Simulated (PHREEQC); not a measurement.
# Buffer (model solution)

Consider water at 25 °C with 13 mmol/kgw NH4Cl and 0.16 mmol/kgw Na2B4O7. Closed to the air; pH follows from the charge balance.

Computed with PHREEQC (ion-association model, wateq4f.dat).

Each row changes one thing in this solution. This is a speciation only: nothing precipitates in the calculation.

```
case                                          pH  H2BO3- (mol/kgw)  SI of Halite (NaCl)
------------------------------------------  ----  ----------------  -------------------
as made                                     7.67           1.89e-5                -7.06
NH4Cl from 0.013 to 0.0117 mol/kgw          7.71           2.06e-5                -7.11
NH4Cl replaced by KCl at the same molality  9.14          0.000304                -7.06
NH4Cl from 0.013 to 0.026 mol/kgw           7.39           1.06e-5                -6.80
diluted 100-fold with water                 7.58           1.38e-7               -10.97
temperature from 25 to 20 °C                7.82           2.40e-5                -7.05
Na2B4O7 from 0.00016 to 3.2e-05 mol/kgw     6.98           7.99e-7                -7.76
Na2B4O7 from 0.00016 to 0.000176 mol/kgw    7.71           2.27e-5                -7.02
diluted 5-fold with water                   7.64           3.35e-6                -8.41
```

Complexes and solids missing from the database can't appear.
